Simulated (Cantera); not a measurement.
SiH4 + N2 + H2 (silicon nitride deposition)

A closed system holds: 1 mol SiH4, 0.27 mol N2, 0.16 mol H2, held at 850 °C and 13.3 mbar.

These are equilibrium values from Cantera (NASA tables, ideal gas, pure condensed phases), not measurements of a reactor. Candidate condensed phases: Si, Si3N4; 18 gas species. N2 is the only nitrogen source here; it is nearly inert below about 1500 K, so the nitride shown seldom forms there in practice. Mutual solubility and eutectic melting of coexisting phases are not modelled. Kinetics and transport are ignored.

```
Property        Result
-----------  ---------
x(H2)            1.000
n(Si(s))     0.595 mol
n(Si3N4(s))  0.135 mol
gas amount   2.160 mol
```
